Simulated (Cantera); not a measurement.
A perfectly stirred reactor is fed with CH2O : O2 : N2 = 0.017 : 0.014 : 1 (molar parts), equivalence ratio 1.2, at 5.00 bar; it is held at 1000 K, and followed from long to short residence time.

Cantera simulation using GRI-Mech 3.0 (53 species, 325 reactions); the numbers are that mechanism's predictions, not measurements.

Question: Predict: x(CH2O) at τ = 0.330 s; x(O2) at τ = 0.330 s; x(CH2O) at τ = 15.0 ms; x(O2) at τ = 15.0 ms.

Answer: 
| Item | Value |
|---|---|
| x(CH2O) at τ = 0.330 s | 0.000328 |
| x(O2) at τ = 0.330 s | 0.00408 |
| x(CH2O) at τ = 15.0 ms | 0.00255 |
| x(O2) at τ = 15.0 ms | 0.00733 |
